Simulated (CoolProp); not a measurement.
Vapour-liquid equilibrium of R125 (1) + fluoroethane (R161) (2) at 0.488 MPa; x and y are mole fractions of (1).

Values from CoolProp's multi-fluid Helmholtz-energy mixture model, Lemmon 2005 and Wu 2012; pair parameters Bell 2016.

```csv
x,"bubble temperature, mixture model (K)","bubble temperature, Raoult's law (K)","y, mixture model","y, Raoult's law"
0.05,276.0,275.7,0.067,0.075
0.125,274.9,274.6,0.169,0.180
0.2,273.7,273.4,0.270,0.277
0.275,272.4,272.3,0.366,0.368
0.35,271.2,271.3,0.456,0.453
0.425,269.9,270.3,0.537,0.533
0.5,268.7,269.3,0.611,0.607
0.575,267.7,268.3,0.678,0.677
0.65,266.7,267.4,0.739,0.742
0.725,265.8,266.5,0.796,0.803
0.8,265.0,265.7,0.850,0.861
0.875,264.4,264.8,0.904,0.916
0.95,263.8,264.0,0.960,0.967
```

The largest gap from Raoult's law is -0.7 K in bubble temperature, at x = 0.65. No azeotrope shows between x = 0.05 and 0.95.

The pair parameters rest on a limited set of measurements; away from them the model extrapolates. The gap from Raoult's law changes sign with composition, which may be real or a fault of the pair parameters; it wasn't checked against measurements.
